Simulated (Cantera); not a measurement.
Feed: 1 mol CS2, 0.04 mol H2O, held at 1 atm.

Method: chemical equilibrium by Gibbs-energy minimisation in Cantera with the NASA 1993 tables (ideal gas, pure condensed phases). Candidate condensed phases: C, C6H6, C7H8, C8H18, H2O, H2SO4, S; 123 gas species. Equilibrium is a limit: real reactors are often held back by kinetics, nucleation or transport.

x: gas mole fraction; n: condensed amount in mol.

| T (K) | x CS2 | x CS | x S2 | x CO | x H2 | x S | n C(graphite) |
|---|---|---|---|---|---|---|---|
| 2150 | 0.656 | 0.104 | 0.163 | 0.0349 | 0.0270 | 0.00319 | 0.0947 |
| 2200 | 0.630 | … | 0.159 | 0.0344 | 0.0267 | … | … |
| 2250 | 0.600 | … | 0.154 | 0.0337 | 0.0261 | … | … |
| 2300 | 0.566 | 0.210 | 0.147 | 0.0329 | 0.0254 | 0.00670 | 0.0211 |
| 2350 | 0.526 | 0.249 | 0.147 | 0.0322 | 0.0246 | 0.00854 | 0 |
| 2400 | 0.483 | 0.277 | 0.159 | 0.0316 | 0.0235 | 0.0112 | 0 |
| 2450 | 0.441 | 0.305 | 0.171 | 0.0310 | 0.0225 | 0.0145 | 0 |

Problem. What belongs in the gaps?

Solution. 
- 2250, x CS: 0.169
- 2250, x S: 0.00532
- 2250, n C(graphite): 0.0513
- 2200, x CS: 0.134
- 2200, x S: 0.00415
- 2200, n C(graphite): 0.0755
